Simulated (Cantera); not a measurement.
**Equilibrium for iron carbonyl, mercury and lead vapours: Fe(CO)₅ + H₂**

A closed system holds: 1 mol Fe(CO)₅, a varied amount of H₂, at 848.15 K and 7.50 Torr.

Equilibrium computed with Cantera from the NASA thermochemical tables; the gas is ideal and each condensed phase is pure. Candidate condensed phases: C, C₆H₆, C₇H₈, C₈H₁₈, Fe, Fe(CO)₅, FeO, Fe(OH)₂, Fe(OH)₃, Fe₂O₃, Fe₃O₄, H₂O; 114 gas species. Condensed phases not in the tables: cementite and carbon dissolved in iron. Equilibrium is a limit: real reactors are often held back by kinetics, nucleation or transport.

```
n(H₂) (mol)   x CO    x H₂   x CO₂    x H₂O  n C(graphite)  n Fe(α)
-----------  -----  ------  ------  -------  -------------  -------
0.32         0.790  0.0651   0.142  0.00378          0.675     1.00
0.47         0.768  0.0926   0.134  0.00523          0.668     1.00
0.69         0.739   0.130   0.124  0.00706          0.659     1.00
1            0.702   0.177   0.112  0.00915          0.646     1.00
1.5          0.649   0.243  0.0957   0.0116          0.628     1.00
2.2          0.588   0.319  0.0786   0.0138          0.604     1.00
3.1          0.525   0.396  0.0627   0.0153          0.578     1.00
4.6          0.447   0.490  0.0454   0.0161          0.541     1.00
6.7          0.370   0.581  0.0311   0.0158          0.500     1.00
9.8          0.296   0.667  0.0199   0.0145          0.451     1.00
```
x: gas mole fraction; n: condensed amount in mol.

From 0.32 mol H₂ to 9.8 mol H₂ the condensed part is C(graphite) + Fe(α).
